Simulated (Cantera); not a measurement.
Input (Python, Cantera) and output of one run.

```python
import numpy as np
import cantera as ct

gas_names = """
    C CH CH2 CH3 CH4 CN C2 C2H C2H2,acetylene C2H2,vinylidene C2H3,vinyl CH3CN C2H4 C2H5 C2H6 CCN CNC
    C2N2 C3 C3H3,propargyl C3H4,allene C3H4,propyne C3H4,cyclo- C3H5,allyl C3H6,propylene C3H6,cyclo-
    C3H7,n-propyl C3H7,i-propyl C3H8 C4 C4H2 C4H4,1,3-cyclo- C4H6,butadiene C4H6,2-butyne C4H6,cyclo-
    C4H8,1-butene C4H8,cis2-buten C4H8,tr2-butene C4H8,isobutene C4H8,cyclo- C4H9,n-butyl C4H9,i-butyl
    C4H9,s-butyl C4H9,t-butyl C4H10,isobutane C4H10,n-butane C4N2 C5 C5H6,1,3cyclo- C5H8,cyclo-
    C5H10,1-pentene C5H10,cyclo- C5H11,pentyl C5H11,t-pentyl C5H12,n-pentane C5H12,i-pentane
    CH3C(CH3)2CH3 C6H2 C6H5,phenyl C6H6 C6H10,cyclo- C6H12,1-hexene C6H12,cyclo- C6H13,n-hexyl
    C7H7,benzyl C7H8 C7H14,1-heptene C7H15,n-heptyl C7H16,n-heptane C8H8,styrene C8H10,ethylbenz
    C8H16,1-octene C8H17,n-octyl C8H18,isooctane C8H18,n-octane C9H19,n-nonyl C10H8,naphthale
    C10H21,n-decyl C12H9,o-bipheny C12H10,bipheny H HCN HCCN HNC H2 N NH NH2 NH3 N2 N2H2 N2H4
""".split()
cond_names = """
    C(gr) C6H6(L) C7H8(L) C8H18(L),n-octa
""".split()


def load(file, names, dense=False):
    # The tables refer to 1 bar. Condensed volumes are neglected.
    table = {s.name: s for s in ct.Species.list_from_file(file)}
    out = []
    for n in names:
        d = dict(table[n].input_data)
        d["thermo"] = dict(d["thermo"], **{"reference-pressure": 1e5})
        if dense:
            d["equation-of-state"] = {"model": "constant-volume", "density": "1e6 g/cm^3"}
        out.append(ct.Species.from_dict(d))
    return out


gas = ct.Solution(thermo="ideal-gas", species=load("nasa_gas.yaml", gas_names))
cond = {s.name: ct.Solution(thermo="fixed-stoichiometry", species=[s], name=s.name)
        for s in load("nasa_condensed.yaml", cond_names, dense=True)}
atoms = {
    'C6H6': {'C': 6, 'H': 6},
    'NH3': {'N': 1, 'H': 3},
}
top_T = {'C(gr)': 4500}  # K; cautious upper limits of use, not melting points


def equilibrate(T, P, feed):
    n = {}
    for name, mol in feed.items():
        for a, k in atoms[name].items():
            n[a] = n.get(a, 0.0) + k * mol
    gas.TPX = T, P, n
    mass = sum(n.values()) * gas.mean_molecular_weight
    gas.equilibrate("TP")
    valid = [c for c in cond.values() if c.min_temp <= T <= top_T.get(c.name, c.max_temp)]
    mix = ct.Mixture([(gas, mass / gas.mean_molecular_weight)] + [(c, 0.0) for c in valid])
    mix.T, mix.P = T, P
    mix.equilibrate("TP", solver="vcs", rtol=1e-11, max_steps=5000)
    return mix


results = []
feed = {'C6H6': 1, 'NH3': 0.24}  # mol
P = 77  # Pa
for T in [950, 1150, 1350, 1550, 1750, 1950, 2150, 2350]:
    mix = equilibrate(T, P, feed)
    results.append((T, P, feed, dict(zip(mix.species_names, mix.species_moles))))

top = {s: max(r[3][s] / sum(r[3][g] for g in gas_names) for r in results) for s in gas_names}
cols = sorted((s for s in top if top[s] > 1e-05), key=lambda s: -top[s])[:6]
seen = [c for c in cond_names if any(r[3].get(c, 0) > 1e-12 for r in results)]
print("log10 of partial pressures in bar; condensed amounts in mol")
print(f"{'T/K':>10s}" + "".join(f"{s[:9]:>10s}" for s in cols + seen))
for T, P, feed, n in results:
    ng = sum(n[g] for g in gas_names)
    print(f"{T:10.4g}" + "".join(f"{np.log10(max(n[s] / ng * P / 1e5, 1e-99)):10.3f}" for s in cols)
          + "".join(f"{n.get(c, 0):10.4g}" for c in seen))
```

Result:

```
log10 of partial pressures in bar; condensed amounts in mol
       T/K        H2         H        N2       HCN C2H2,acet       HNC     C(gr)
       950    -3.129   -10.819    -4.576    -9.504   -12.690   -12.501         6
      1150    -3.129    -8.692    -4.576    -8.231   -10.541   -10.648         6
      1350    -3.129    -7.187    -4.576    -7.340    -9.036    -9.347         6
      1550    -3.129    -6.066    -4.578    -6.681    -7.924    -8.386     5.999
      1750    -3.133    -5.200    -4.583    -6.179    -7.072    -7.650     5.996
      1950    -3.147    -4.514    -4.599    -5.792    -6.410    -7.078     5.989
      2150    -3.197    -3.973    -4.637    -5.510    -5.909    -6.646     5.972
      2350    -3.326    -3.567    -4.714    -5.343    -5.584    -6.355     5.942
```

Cantera equilibrium calculation (NASA polynomials, part measured and part estimated; ideal gas, pure solids and liquids).
